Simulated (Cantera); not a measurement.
Feed: 1 mol SiH2Cl2, 0.034 mol HCl, 17 mol H2, at 1.33 mbar.

Method: chemical equilibrium by Gibbs-energy minimisation in Cantera with the NASA 1993 tables (ideal gas, pure condensed phases). Candidate condensed phases: Si; 19 gas species. The tables' values for SiCl are old estimates; treat these amounts as uncertain. Kinetics and transport are ignored. All values below are at 2398 K.

Base state: H2 0.554, H 0.321, HCl 0.0586, Si 0.0400, Cl 0.0242, SiCl 0.000688, SiH 0.000338, SiCl2 0.000248 (mole fractions); condensed: gas only.

Question: What changes in the equilibrium state with this change: SiH2Cl2 replaced by CH3SiH3?

Answer: 
| species | before | after |
|---|---|---|
| H2 | 0.554 | 0.616 |
| H | 0.321 | 0.339 |
| Si | 0.0400 | 0.0323 |
| HCl | 0.0586 | 0.000958 |
| Cl | 0.0242 | 0.000376 |
| SiC2 | 0 | 0.00615 |
| C2H2 (acetylene) | 0 | 0.00426 |
| Si2C | 0 | 0.000377 |
| C2H | 0 | 0.000134 |
| C3 | 0 | 7.11e-5 |
| C(graphite), mol | 0 | 0.448 |
The feed counts by its element totals alone. Further candidate phases: C, C6H6, C7H8, C8H18, SiC.
